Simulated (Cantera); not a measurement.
## Moist CO burnout

A perfectly stirred reactor is fed with CO : O2 : H2O : N2 = 0.0024 : 0.037 : 0.0033 : 1 (molar parts), equivalence ratio 0.032, at 100.0 Torr; it is held at 1348 K, and followed from long to short residence time.

Detailed kinetics in Cantera: GRI-Mech 3.0 (53 species, 325 reactions).

```
τ (s)       x CO    x O2    x H2O      x OH      x H
------  --------  ------  -------  --------  -------
6.8      2.44e-5  0.0344  0.00315   3.86e-5  9.60e-7
2.9      4.31e-5  0.0344  0.00314   5.06e-5  2.18e-6
1.3      7.36e-5  0.0344  0.00313   6.50e-5  4.65e-6
0.54    0.000132  0.0343  0.00311   8.46e-5  1.04e-5
0.23    0.000231  0.0343  0.00309  0.000107  2.16e-5
0.098   0.000401  0.0344  0.00307  0.000132  4.06e-5
0.042   0.000683  0.0344  0.00304  0.000151  6.37e-5
0.018    0.00112  0.0346  0.00303  0.000154  7.12e-5
0.0077   0.00170  0.0350  0.00307  0.000121  4.10e-5
```
x: mole fraction; the columns are a selection and need not sum to one.
